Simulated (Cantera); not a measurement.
Feed: 1 mol Al, 6.3 mol HCl, a varied amount of H2, at 1575 K and 10.0 mbar.

These are equilibrium values from Cantera (NASA tables, ideal gas, pure condensed phases), not measurements of a reactor. Candidate condensed phases: Al, AlCl3; 12 gas species. The tables' values for AlCl2 are old estimates; treat these amounts as uncertain. The numbers say what is thermodynamically allowed, not how fast it happens.

Q: At 570 mol H2, list the 4 most abundant gas species with their mole fractions, and the condensed phases.

A: H2 0.989, HCl 0.00911, AlCl 0.00167, H 0.000413. Condensed: gas only.
